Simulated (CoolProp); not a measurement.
Vapour-liquid equilibrium of propane (1) + isobutane (2) at 245.5 K; x and y are mole fractions of (1).

The numbers come from the multi-fluid Helmholtz-energy mixture model, Lemmon 2009 and Bücker 2006; pair parameters Kunz 2012 in CoolProp.

| x | bubble pressure, mixture model (MPa) | bubble pressure, Raoult's law (MPa) | y, mixture model | y, Raoult's law |
|---|---|---|---|---|
| 0.05 | 0.05849 | 0.05851 | 0.154 | 0.157 |
| 0.15 | 0.07132 | 0.07171 | 0.374 | 0.385 |
| 0.25 | 0.08395 | 0.08491 | 0.527 | 0.541 |
| 0.35 | 0.09657 | 0.09811 | 0.640 | 0.656 |
| 0.45 | … | 0.1113 | 0.729 | 0.744 |
| 0.55 | … | 0.1245 | 0.801 | 0.812 |
| 0.65 | 0.1356 | 0.1377 | … | 0.868 |
| 0.75 | 0.1491 | 0.1509 | … | 0.914 |
| 0.85 | … | 0.1641 | 0.950 | 0.953 |
| 0.95 | 0.1769 | 0.1773 | 0.985 | 0.985 |

Q: Complete the blanks.

A: 
- 0.45, bubble pressure, mixture model (MPa): 0.1093
- 0.55, bubble pressure, mixture model (MPa): 0.1223
- 0.65, y, mixture model: 0.860
- 0.75, y, mixture model: 0.909
- 0.85, bubble pressure, mixture model (MPa): 0.1630

The largest gap from Raoult's law is -1.8 % in bubble pressure, at x = 0.45. No azeotrope shows between x = 0.05 and 0.95.

The pair parameters rest on a limited set of measurements; away from them the model extrapolates.
